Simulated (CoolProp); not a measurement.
Vapour-liquid equilibrium of CHF3 (R23) (1) + R13 (2) at 0.922 MPa; x and y are mole fractions of (1).

The numbers come from the multi-fluid Helmholtz-energy mixture model, Penoncello 2003 and Platzer 1990; pair parameters Bell 2016 in CoolProp. This equation is an older, rougher fit; its heat capacities, sound speeds and derivatives of the liquid may be far off and weren't checked against measurements.

```csv
x,bubble temperature (°C),y at the bubble point,dew temperature at overall composition x (°C),liquid density (mol/L)
0.05,-29.6,0.105,-28.3,12.52
0.15,-33.1,0.257,-30.6,12.94
0.25,-35.1,0.360,-32.9,13.35
0.35,-36.4,0.438,-35.0,13.78
0.45,-37.1,0.503,-36.5,14.24
0.55,-37.4,0.564,-37.4,14.75
0.65,-37.3,0.626,-37.2,15.31
0.75,-36.9,0.698,-36.3,15.92
0.85,-35.9,0.789,-35.0,16.59
0.95,-34.0,0.915,-33.4,17.27
```

y crosses x between x = 0.55 and 0.65: the model has an azeotrope there.

Pair parameters are fitted to limited data, so mixtures are less certain than the pure fluids.
